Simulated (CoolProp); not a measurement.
Vapour-liquid equilibrium of R134a (1) + R152A (2) at 14.5 bar; x and y are mole fractions of (1).

Computed with CoolProp (multi-fluid Helmholtz-energy mixture model, Tillner-Roth 1994 and Outcalt 1996; pair parameters Lemmon 2004).

| x | bubble temperature, mixture model (°C) | bubble temperature, Raoult's law (°C) | y, mixture model | y, Raoult's law |
|---|---|---|---|---|
| 0.05 | 58.4 | 58.3 | 0.052 | 0.056 |
| 0.125 | 58.2 | 57.9 | 0.130 | 0.138 |
| 0.2 | 58.0 | 57.5 | 0.209 | 0.219 |
| 0.275 | 57.7 | 57.2 | 0.287 | 0.298 |
| 0.35 | 57.4 | 56.8 | 0.365 | 0.376 |
| 0.425 | 57.1 | 56.5 | 0.443 | 0.453 |
| 0.5 | 56.8 | 56.1 | 0.520 | 0.528 |
| 0.575 | 56.4 | 55.8 | 0.595 | 0.602 |
| 0.65 | 56.0 | 55.4 | 0.670 | 0.675 |
| 0.725 | 55.6 | 55.1 | 0.744 | 0.747 |
| 0.8 | 55.1 | 54.7 | 0.816 | 0.818 |
| 0.875 | 54.7 | 54.4 | 0.886 | 0.887 |
| 0.95 | 54.2 | 54.1 | 0.955 | 0.955 |

The largest gap from Raoult's law is +0.7 K in bubble temperature, at x = 0.5. No azeotrope shows between x = 0.05 and 0.95.

The pair parameters rest on a limited set of measurements; away from them the model extrapolates.
